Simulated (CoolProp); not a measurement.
Vapour-liquid equilibrium of propane (1) + benzene (2) at 322.2 K; x and y are mole fractions of (1).

The numbers come from the multi-fluid Helmholtz-energy mixture model, Lemmon 2009 and Thol 2012; pair parameters Bell 2016 in CoolProp.

### Question
Give the bubble pressure and the first vapour's composition at x = 0.2, 0.5, 0.65. Is there an azeotrope?

### Answer
x = 0.2: 0.4939 MPa, y = 0.931; x = 0.5: 0.9293 MPa, y = 0.968; x = 0.65: 1.118 MPa, y = 0.977. No azeotrope shows between x = 0.05 and 0.95.

The pair parameters rest on a limited set of measurements; away from them the model extrapolates. The gap from Raoult's law changes sign with composition, which may be real or a fault of the pair parameters; it wasn't checked against measurements.
